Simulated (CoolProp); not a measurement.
Propyne at several states: fugacity coefficient from the reference equation and from simpler models built on Tc = 129.6 °C, pc = 5.658 MPa, ω = 0.204; each cubic takes its own stable root.

The numbers come from the reference Helmholtz-energy equation of state, Polt 1992 in CoolProp. This equation is an older, rougher fit; its heat capacities, sound speeds and derivatives of the liquid may be far off and weren't checked against measurements.

```tsv
T (°C)	p (MPa)	phase	reference	van der Waals	Redlich-Kwong	Soave-Redlich-Kwong
141.35	1.39	gas	0.9232	0.9324	0.9241	0.9250
96.95	14	liquid	0.2229	0.3130	0.2510	0.2365
27.45	6.89	liquid	0.09604	0.2374	0.1282	0.09993
110.35	0.0412	gas	0.9970	0.9976	0.9971	0.9971
```
